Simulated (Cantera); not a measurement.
An isothermal, constant-pressure homogeneous reactor starts with 1.28 % C2H6, 98.7 % N2, at 1950 K and 1.10 bar.

Model: GRI-Mech 3.0 (53 species, 325 reactions), integrated in Cantera. GRI-Mech 3.0 stops at C3 and has no aromatics, soot or wall deposition, so with more carbon than oxygen in the feed, carbon stays in small species such as C2H2 where larger ones or solid carbon would form.

One state of this run: x C2H6 = 1.41e-6; x CH2 = 1.89e-6; x HCN = 6.52e-5; x H2 = 0.0219; x CH4 = 0.00185; x C2H4 = 4.91e-5. x: mole fraction; the columns are a selection and need not sum to one.

Q: Which value of t (s) does it belong to?
(A) 0.485
(B) 0.000406
(C) 0.0579
(D) 0.118

A: B, 0.000406
